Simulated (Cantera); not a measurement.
Charge: 1 mol SiF4, 0.47 mol O2, held at 1998.15 K and 8.50 Pa.

These are equilibrium values from Cantera (NASA tables, ideal gas, pure condensed phases), not measurements of a reactor. Candidate condensed phases: Si, SiO2; 17 gas species. The tables' values for SiF3, SiO2, SiF2 are old estimates; treat these amounts as uncertain. Equilibrium is a limit: real reactors are often held back by kinetics, nucleation or transport.

Base state: SiF4 0.641, O2 0.287, O 0.0383, F 0.0211, SiF3 0.0107, SiO 0.00241, SiO2 0.000148, SiF2 5.28e-5 (mole fractions); condensed: gas only.

### Question
What changes in the equilibrium state with this change: SiF4 replaced by SiCl4?

### Answer
| species | before | after |
|---|---|---|
| Cl | 0 | 0.795 |
| SiO | 0.00241 | 0.193 |
| SiCl2 | 0 | 0.0120 |
| SiF4 | 0.641 | 0 |
| O2 | 0.287 | <1e-9 |
| F | 0.0211 | 0 |
| SiF3 | 0.0107 | 0 |
| O | 0.0383 | 1.89e-7 |
| SiCl3 | 0 | 0.000156 |
| SiCl | 0 | 0.000113 |
The tables' values for SiCl3, SiCl are old estimates; treat these amounts as uncertain.

### Question
What changes in the equilibrium state with this change: temperature from 1998.15 K to 1575 K?

### Answer
| species | before | after |
|---|---|---|
| SiF4 | 0.641 | 0.680 |
| O2 | 0.287 | 0.319 |
| O | 0.0383 | 0.000656 |
| F | 0.0211 | 0.000144 |
| SiF3 | 0.0107 | 8.87e-5 |
| SiO | 0.00241 | 1.50e-7 |
| SiF2 | 5.28e-5 | 5.80e-9 |
| SiO2 | 0.000148 | 2.40e-7 |
The tables' values for SiF3 are old estimates; treat these amounts as uncertain.
